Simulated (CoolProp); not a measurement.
Acetone along the isotherm 521.2 K: fugacity coefficient from the reference equation and from simpler models built on Tc = 508.1 K, pc = 4692 kPa, ω = 0.307; each cubic takes its own stable root.

Computed with CoolProp (reference Helmholtz-energy equation of state, Lemmon 2006). It is a short technical equation, of lower accuracy than the large ones.

```json
[
 {"p (kPa)": "22.3", "phase": "gas", "reference": "0.9983"},
 {"p (kPa)": "32.7", "phase": "gas", "reference": "0.9975"},
 {"p (kPa)": "48", "phase": "gas", "reference": "0.9963"},
 {"p (kPa)": "70.4", "phase": "gas", "reference": "0.9946"},
 {"p (kPa)": "103", "phase": "gas", "reference": "0.9921"},
 {"p (kPa)": "152", "phase": "gas", "reference": "0.9883"},
 {"p (kPa)": "223", "phase": "gas", "reference": "0.9829"},
 {"p (kPa)": "327", "phase": "gas", "reference": "0.9750"},
 {"p (kPa)": "480", "phase": "gas", "reference": "0.9635"},
 {"p (kPa)": "704", "phase": "gas", "reference": "0.9467"},
 {"p (kPa)": "1030", "phase": "gas", "reference": "0.9225"},
 {"p (kPa)": "1520", "phase": "gas", "reference": "0.8868"},
 {"p (kPa)": "2230", "phase": "gas", "reference": "0.8361"},
 {"p (kPa)": "3270", "phase": "gas", "reference": "0.7640"},
 {"p (kPa)": "4800", "phase": "supercritical", "reference": "0.6599"},
 {"p (kPa)": "7040", "phase": "supercritical", "reference": "0.5051"}
]
```

How far does each simpler model (van der Waals, Redlich-Kwong, Peng-Robinson) lie from the reference over these 16 states: mean and median of the absolute difference, and the worst?


- van der Waals: mean 2.3 %, median 0.7 %, worst +10.8 % at 521.2 K and 7040 kPa
- Redlich-Kwong: mean 1.3 %, median 0.4 %, worst +6.4 % at 521.2 K and 7040 kPa
- Peng-Robinson: mean 0.5 %, median 0.1 %, worst +3.6 % at 521.2 K and 7040 kPa
